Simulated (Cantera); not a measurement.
# Transport properties of process gases

Gas mixture: 100 % N2O, at 0.000533 atm, frozen composition.

Cantera's kinetic-theory transport with the Lennard-Jones parameters of GRI-Mech 3.0, ideal gas; thermal conductivity in the multicomponent form. The composition is frozen, though it would react at the higher temperatures.

```
T (K)  ρ (kg/m³)  cp (J/kg/K)  μ (µPa s)  λ (mW/m/K)     Pr  D (cm²/s) H2  D (cm²/s) CH3  D (cm²/s) CO2
-----  ---------  -----------  ---------  ----------  -----  ------------  -------------  -------------
400     0.000715        970.3       19.5        25.3  0.746          2020            549            360
550     0.000520         1073       25.5        36.7  0.745          3480            973            649
700     0.000408         1150       30.8        47.7  0.743          5230           1480           1000
850     0.000336         1210       35.6        58.1  0.741          7240           2070           1410
1000    0.000286         1255       40.0        67.9  0.740          9500           2740           1870
1150    0.000249         1285       44.1        76.8  0.738         12000           3470           2370
1300    0.000220         1311       48.0        85.5  0.737         14700           4260           2920
1450    0.000197         1334       51.7        93.8  0.736         17600           5120           3520
1600    0.000179         1353       55.2         102  0.735         20700           6040           4150
```
D: mixture-averaged diffusion coefficient of that species in the mixture.
